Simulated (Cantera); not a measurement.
A perfectly stirred reactor is fed with H2 : O2 : N2 = 1.7 : 1 : 0.69 (molar parts), equivalence ratio 0.85, at 82000 Pa; it is held at 825 K, and followed from long to short residence time.

Detailed kinetics in Cantera: GRI-Mech 3.0 (53 species, 325 reactions). Below about 950 K walls govern HO2 and H2O2 in real vessels. The temperature is held fixed by assumption; the heat of reaction is taken as removed at once.

Q: What does this change do: temperature 825 to 1100 K?

A: 
```tsv
quantity	before	after
x(H2) at τ = 0.980 s	0.501	0.0112
x(O2) at τ = 0.980 s	0.295	0.0642
x(NO) at τ = 0.980 s	<1e-12	3.54e-9
x(H) at τ = 0.980 s	2.49e-9	2.27e-6
x(OH) at τ = 0.980 s	1.55e-10	4.33e-6
x(H2) at τ = 39.0 ms	0.501	0.0877
x(O2) at τ = 39.0 ms	0.295	0.100
x(NO) at τ = 39.0 ms	<1e-12	1.91e-9
x(H) at τ = 39.0 ms	4.94e-12	2.94e-5
x(OH) at τ = 39.0 ms	<1e-12	1.07e-5
```
